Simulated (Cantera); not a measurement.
Charge: 1 mol CCl4, 0.48 mol H2, equilibrated at 1750 K and 0.000210 bar.

Cantera equilibrium calculation (NASA polynomials, part measured and part estimated; ideal gas, pure solids and liquids). Candidate condensed phases: C, C6H6, C7H8, C8H18; 91 gas species. Kinetics and transport are ignored.

Base state: Cl 0.758, HCl 0.240, Cl2 0.00196, H 6.30e-5, H2 1.54e-5 (mole fractions); condensed: C(graphite).

Task: What changes in the equilibrium state with this change: H2 from 0.48 to 0.97 mol?

Result: 
```csv
species,before,after
Cl,0.758,0.514
HCl,0.240,0.485
Cl2,0.00196,0.000901
H2,1.54e-5,0.000136
H,6.30e-5,0.000187
"C(graphite), mol",1.000,1.000
```

Task: What changes in the equilibrium state with this change: temperature from 1750 K to 3325 K?

Result: 
```tsv
species	before	after
Cl	0.758	0.677
H	6.30e-5	0.162
C	<1e-9	0.153
HCl	0.240	0.000228
C2	<1e-9	0.00548
C3	<1e-9	0.00197
Cl2	0.00196	3.85e-7
H2	1.54e-5	3.65e-5
C(graphite), mol	1.000	0
```
